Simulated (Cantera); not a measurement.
A perfectly stirred reactor is fed with CO : H₂ : CH₄ : O₂ : N₂ = 1 : 0.055 : 0.97 : 2.94 : 15 (molar parts), at 0.980 bar; it is adiabatic with a 350 K inlet, and is followed from long to short residence time, starting on the burning branch (τ in s: 0.032, 0.013, 0.0052, 0.0021, 0.00083, 0.00033, 0.00013, 5.3e-05, 2.1e-05, 8.5e-06).

Computed with Cantera and GRI-Mech 3.0 (53 species, 325 reactions).

Task: Predict: blow-out, bracketed by the residence times tried; x(CO) at τ = 32.0 ms; x(H₂) at τ = 32.0 ms; x(CH₄) at τ = 32.0 ms; x(NO₂) at τ = 32.0 ms; x(C₂H₄) at τ = 32.0 ms; x(CO) at τ = 0.330 ms; x(H₂) at τ = 0.330 ms; x(CH₄) at τ = 0.330 ms; x(NO₂) at τ = 0.330 ms; x(C₂H₄) at τ = 0.330 ms.

Result: 
* **blow-out, bracketed by the residence times tried**: burning at 0.330 ms, out at 0.130 ms
* **x(CO) at τ = 32.0 ms**: 0.00370
* **x(H₂) at τ = 32.0 ms**: 0.000844
* **x(CH₄) at τ = 32.0 ms**: 1.29e-5
* **x(NO₂) at τ = 32.0 ms**: 2.63e-8
* **x(C₂H₄) at τ = 32.0 ms**: 1.75e-9
* **x(CO) at τ = 0.330 ms**: 0.0300
* **x(H₂) at τ = 0.330 ms**: 0.00516
* **x(CH₄) at τ = 0.330 ms**: 0.000549
* **x(NO₂) at τ = 0.330 ms**: 3.01e-9
* **x(C₂H₄) at τ = 0.330 ms**: 2.96e-7
